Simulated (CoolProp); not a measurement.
Saturation properties of C2F6 (R116).

The numbers come from the reference Helmholtz-energy equation of state, Lemmon 2006 in CoolProp. It is a short technical equation, of lower accuracy than the large ones.

| T (°C) | p (MPa) | liquid cp (kJ/(kg K)) | vapour Z |
|---|---|---|---|
| -90.65 | 0.04886 | 0.9125 | 0.9732 |
| -80.85 | 0.08715 | 0.9351 | 0.9595 |
| -71.05 | 0.1457 | 0.9601 | 0.9417 |
| -61.35 | 0.2298 | 0.9880 | 0.9197 |
| -51.55 | 0.3480 | 1.020 | 0.8925 |
| -41.75 | 0.5070 | 1.058 | 0.8599 |
| -31.95 | 0.7149 | 1.104 | 0.8212 |
| -22.25 | 0.9771 | 1.163 | 0.7757 |
| -12.45 | 1.309 | 1.248 | 0.7209 |
| -2.65 | 1.718 | 1.389 | 0.6539 |
| 7.05 | 2.214 | 1.703 | 0.5682 |

It boils at -78.1 °C under 1 atm.
